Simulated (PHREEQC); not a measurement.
Make-up at 20 °C: 6.2 mmol/kgw HCl, 0.18 mmol/kgw CuSO4 and 0.031 mmol/kgw MgCl2. Closed to the air; pH follows from the charge balance.

Model: ion-association model, phreeqc.dat, run in PHREEQC.

Each row changes one thing in this solution. No solid was allowed to form.

| case | pH | SO4-2 (mol/kgw) | HSO4- (mol/kgw) | CuSO4 (mol/kgw) | CuCl+ (mol/kgw) | MgSO4 (mol/kgw) |
|---|---|---|---|---|---|---|
| as made | 2.25 | 0.000128 | 4.94e-5 | 2.26e-6 | 1.66e-6 | 4.09e-7 |
| CuSO4 from 0.00018 to 0.00036 mol/kgw | 2.25 | 0.000254 | 9.62e-5 | 8.67e-6 | 3.24e-6 | 7.84e-7 |
| temperature from 20 to 75 °C | 2.25 | 7.22e-5 | 0.000106 | 1.53e-6 | 1.54e-5 | 7.32e-7 |
| temperature from 20 to 45 °C | 2.25 | 0.000106 | 7.14e-5 | 2.10e-6 | 5.15e-6 | 6.05e-7 |
| 0.00014 mol/kgw HBr added | 2.23 | 0.000127 | ? | 2.24e-6 | ? | 4.05e-7 |
| CuSO4 from 0.00018 to 1.8e-05 mol/kgw | 2.24 | ? | 5.06e-6 | 2.36e-8 | 1.70e-7 | 4.27e-8 |
| diluted 2-fold with water | 2.54 | 7.36e-5 | 1.55e-5 | 7.83e-7 | 4.56e-7 | 1.41e-7 |
| CuSO4 from 0.00018 to 0.0009 mol/kgw | 2.26 | 0.000626 | ? | 4.84e-5 | 7.60e-6 | 1.75e-6 |
| HCl from 0.0062 to 0.0093 mol/kgw | 2.07 | 0.000115 | 6.29e-5 | 1.81e-6 | 2.34e-6 | 3.28e-7 |

Complete the blanks.


- 0.00014 mol/kgw HBr added, HSO4- (mol/kgw): 5.00e-5
- 0.00014 mol/kgw HBr added, CuCl+ (mol/kgw): 1.65e-6
- CuSO4 from 0.00018 to 1.8e-05 mol/kgw, SO4-2 (mol/kgw): 1.29e-5
- CuSO4 from 0.00018 to 0.0009 mol/kgw, HSO4- (mol/kgw): 0.000224

Constants without temperature data keep their 25 °C values here.
